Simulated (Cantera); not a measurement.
A perfectly stirred reactor is fed with CH4 : O2 : N2 = 1 : 2 : 7.52 (molar parts), equivalence ratio 1.0, at 1.00 bar; it is adiabatic with a 400 K inlet, and is followed from long to short residence time, starting on the burning branch (τ in s: 0.037, 0.021, 0.012, 0.0069, 0.0039, 0.0022, 0.0013, 0.00073, 0.00042, 0.00024, 0.00014, 7.8e-05).

Cantera simulation using GRI-Mech 3.0 (53 species, 325 reactions); the numbers are that mechanism's predictions, not measurements.

Problem. What does this change do: inlet temperature 400 to 775 K?

Solution. 
```
quantity                                                                          before                                   after
------------------------------------------------  --------------------------------------  --------------------------------------
blow-out, bracketed by the residence times tried  burning at 78.0 µs, the shortest tried  burning at 78.0 µs, the shortest tried
x(CH4) at τ = 37.0 ms                                                            7.32e-6                                 3.26e-6
x(O2) at τ = 37.0 ms                                                             0.00796                                  0.0110
x(HCO) at τ = 37.0 ms                                                            7.70e-8                                 6.73e-8
x(HO2) at τ = 37.0 ms                                                            1.03e-6                                 1.80e-6
x(CO) at τ = 37.0 ms                                                              0.0136                                  0.0209
x(CH4) at τ = 1.30 ms                                                            8.55e-5                                 5.22e-5
x(O2) at τ = 1.30 ms                                                              0.0164                                  0.0180
x(HCO) at τ = 1.30 ms                                                            1.92e-6                                 1.62e-6
x(HO2) at τ = 1.30 ms                                                            3.95e-6                                 3.14e-6
x(CO) at τ = 1.30 ms                                                              0.0246                                  0.0292
```

Problem. What does this change do: O2 2 to 1.4 parts?

Solution. 
```tsv
quantity	before	after
blow-out, bracketed by the residence times tried	burning at 78.0 µs, the shortest tried	burning at 6.90 ms, out at 3.90 ms
x(CH4) at τ = 37.0 ms	7.32e-6	0.00403
x(O2) at τ = 37.0 ms	0.00796	0.00193
x(HCO) at τ = 37.0 ms	7.70e-8	9.27e-8
x(HO2) at τ = 37.0 ms	1.03e-6	4.34e-7
x(CO) at τ = 37.0 ms	0.0136	0.0483
x(CH4) at τ = 1.30 ms	8.55e-5	0.101
x(O2) at τ = 1.30 ms	0.0164	0.141
x(HCO) at τ = 1.30 ms	1.92e-6	<1e-12
x(HO2) at τ = 1.30 ms	3.95e-6	<1e-12
x(CO) at τ = 1.30 ms	0.0246	<1e-12
```
